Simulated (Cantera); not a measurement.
## Thermodynamics of fluorocarbon and chlorocarbon gases, feed CHF3 + HCl

Charge: 1 mol CHF3, 0.99 mol HCl, held at 3.38 Torr.

Method: chemical equilibrium by Gibbs-energy minimisation in Cantera with the NASA 1993 tables (ideal gas, pure condensed phases). Candidate condensed phases: C, C6H6, C7H8, C8H18; 118 gas species. Gases not in the tables: C2F6 and larger saturated fluorocarbons. Kinetics and transport are ignored.

```tsv
T (K)	x HF	x Cl	x F	x CF4	x CF2	x HCl	x Cl2	x CF	x H	n C(graphite)
1598	0.611	0.242	0.000294	0.0891	0.000750	0.0338	0.0223	1.11e-7	6.97e-8	0.720
1748	0.610	0.284	0.00221	0.0791	0.00426	0.0130	0.00604	2.45e-6	4.08e-7	0.732
1898	0.603	0.294	0.0118	0.0661	0.0175	0.00527	0.00162	3.23e-5	1.84e-6	0.724
2048	0.579	0.286	0.0449	0.0381	0.0478	0.00247	0.000471	0.000263	7.14e-6	0.700
2198	0.544	0.269	0.109	0.00812	0.0663	0.00158	0.000151	0.00122	2.94e-5	0.720
2348	0.521	0.258	0.169	0.000566	0.0454	0.00152	5.68e-5	0.00335	0.000143	0.811
2498	0.507	0.252	0.209	2.64e-5	0.0226	0.00180	2.46e-5	0.00678	0.000697	0.883
2648	0.496	0.247	0.228	1.18e-6	0.0100	0.00231	1.18e-5	0.0114	0.00314	0.901
2798	0.475	0.241	0.238	6.30e-8	0.00446	0.00291	6.00e-6	0.0175	0.0122	0.814
```
x: gas mole fraction; n: condensed amount in mol.

From 1598 K to 2798 K the condensed part is C(graphite). The main C-bearing gas is CF4 at 1598 K and C3 at 2798 K. The share of C in condensed phases is highest at 2648 K (90.1 %) and lowest at 2048 K (70.0 %).
